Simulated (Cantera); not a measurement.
Charge: 1 mol Si3N4, 0.0024 mol O2, 66 mol H2, 0.0022 mol H2O, at 0.180 bar.

Cantera equilibrium calculation (NASA polynomials, part measured and part estimated; ideal gas, pure solids and liquids). Candidate condensed phases: H2O, Si, SiO2, Si2N2O, Si3N4; 35 gas species. Mutual solubility and eutectic melting of coexisting phases are not modelled. Gases not in the tables: Si2H6 and higher silanes. Rates play no part.

Which condensed phases are stable at each of these points (T (K)): 1123, 1173, 1223, 1273, 1323, 1373, 1423, 1473, 1523, 1573, 1623, 1673?


```csv
T (K),condensed phases,Si condensed (%)
1123,Si2N2O(s) + Si3N4(s),100.0
1173,Si2N2O(s) + Si3N4(s),100.0
1223,Si2N2O(s) + Si3N4(s),100.0
1273,Si2N2O(s) + Si3N4(s),100.0
1323,Si2N2O(s) + Si3N4(s),100.0
1373,Si2N2O(s) + Si3N4(s),100.0
1423,Si(s) + Si2N2O(s) + Si3N4(s),100.0
1473,Si(s) + Si2N2O(s) + Si3N4(s),100.0
1523,Si(s) + Si2N2O(s) + Si3N4(s),100.0
1573,Si(s) + Si2N2O(s) + Si3N4(s),99.9
1623,Si(s) + Si2N2O(s) + Si3N4(s),99.8
1673,Si(s) + Si3N4(s),99.7
```

From 1123 K to 1373 K the condensed part is Si2N2O(s) + Si3N4(s). From 1423 K to 1623 K the condensed part is Si(s) + Si2N2O(s) + Si3N4(s). At 1673 K the condensed part is Si(s) + Si3N4(s).
